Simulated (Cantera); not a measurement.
Charge: 1 mol BN, 2.1 mol HF, 19 mol N₂, held at 1.00 bar.

These are equilibrium values from Cantera (NASA tables, ideal gas, pure condensed phases), not measurements of a reactor. Candidate condensed phases: B, BN; 31 gas species. The tables' values for BF₂ are old estimates; treat these amounts as uncertain. Equilibrium is a limit: real reactors are often held back by kinetics, nucleation or transport.

x: gas mole fraction; n: condensed amount in mol.

| T (K) | x N₂ | x H₂ | x BF₃ | x HF | x BF₂ | x BF | x BHF₂ | n BN(s) |
|---|---|---|---|---|---|---|---|---|
| 1148 | 0.916 | 0.0477 | 0.0318 | 0.00411 | 1.19e-7 | ? | 1.39e-5 | 0.329 |
| 1223 | 0.916 | 0.0474 | 0.0316 | 0.00469 | 5.85e-7 | ? | 2.64e-5 | 0.333 |
| 1298 | 0.916 | 0.0471 | 0.0314 | 0.00528 | 2.38e-6 | ? | 4.67e-5 | 0.337 |
| 1373 | 0.916 | 0.0468 | 0.0312 | 0.00585 | 8.31e-6 | ? | 7.72e-5 | 0.341 |
| 1448 | 0.916 | 0.0465 | 0.0309 | 0.00641 | 2.54e-5 | ? | 0.000121 | 0.344 |
| 1523 | 0.916 | 0.0462 | 0.0307 | 0.00696 | 6.93e-5 | ? | 0.000181 | 0.347 |
| 1598 | 0.916 | 0.0459 | 0.0304 | 0.00748 | 0.000171 | ? | 0.000259 | 0.350 |
| 1673 | 0.916 | 0.0456 | 0.0300 | 0.00798 | 0.000389 | ? | 0.000359 | 0.351 |
| 1748 | 0.915 | 0.0453 | 0.0295 | 0.00845 | 0.000819 | ? | 0.000481 | 0.350 |
| 1823 | 0.915 | 0.0449 | 0.0287 | 0.00886 | 0.00161 | ? | 0.000623 | 0.345 |
| 1898 | 0.915 | 0.0446 | 0.0275 | 0.00921 | 0.00295 | ? | 0.000782 | 0.335 |
| 1973 | 0.914 | 0.0443 | 0.0257 | 0.00944 | 0.00507 | ? | 0.000945 | 0.314 |
| 2048 | 0.912 | 0.0439 | 0.0231 | 0.00952 | 0.00812 | ? | 0.00109 | 0.277 |

Question: What belongs in the gaps?

Answer: 
- 1148, x BF: 6.91e-12
- 1223, x BF: 1.07e-10
- 1298, x BF: 1.20e-9
- 1373, x BF: 1.03e-8
- 1448, x BF: 7.01e-8
- 1523, x BF: 3.95e-7
- 1598, x BF: 1.89e-6
- 1673, x BF: 7.80e-6
- 1748, x BF: 2.84e-5
- 1823, x BF: 9.25e-5
- 1898, x BF: 0.000272
- 1973, x BF: 0.000729
- 2048, x BF: 0.00179
